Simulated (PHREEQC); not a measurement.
Sulfide liquor (model solution)

Dissolve 6.9 mmol/kgw NaHS, 7.83 mmol/kgw NaCl and 0.81 mmol/kgw ZnCl2 at 20 °C. Closed to the air; pH follows from the charge balance.

Equilibrium calculation in PHREEQC: ion-association model, phreeqc.dat.

This is a speciation only: nothing precipitates in the calculation.

Problem. Estimate the pH.

Solution. pH 9.37.

Problem. In which forms is S present?

Solution. HS- 75 %, Zn(HS)2 22 %, Zn(HS)3- 2.5 % of the S.

Saturation is exceeded, for instance for Sphalerite (slow to form); the values hold only as long as no solid forms. Complexes and solids missing from the database can't appear.
